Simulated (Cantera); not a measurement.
An adiabatic, constant-pressure homogeneous reactor starts with 8.86 % CH4, 0.381 % C2H6, 19.1 % O2, 71.7 % N2, at 1148 K and 900 Torr.

Computed with Cantera and GRI-Mech 3.0 (53 species, 325 reactions).

Problem. Predict: time of steepest temperature rise; temperature at 0.100 s; equilibrium temperature; x(O2) at 0.100 s; x(CO2) at 0.100 s; x(H2O) at 0.100 s.

Solution. 
| Item | Result |
|---|---|
| time of steepest temperature rise | 26.0 ms |
| temperature at 0.100 s | 2612 K |
| equilibrium temperature | 2612 K |
| x(O2) at 0.100 s | 0.0146 (gas-phase equilibrium 0.0146) |
| x(CO2) at 0.100 s | 0.0624 (gas-phase equilibrium 0.0624) |
| x(H2O) at 0.100 s | 0.162 (gas-phase equilibrium 0.162) |
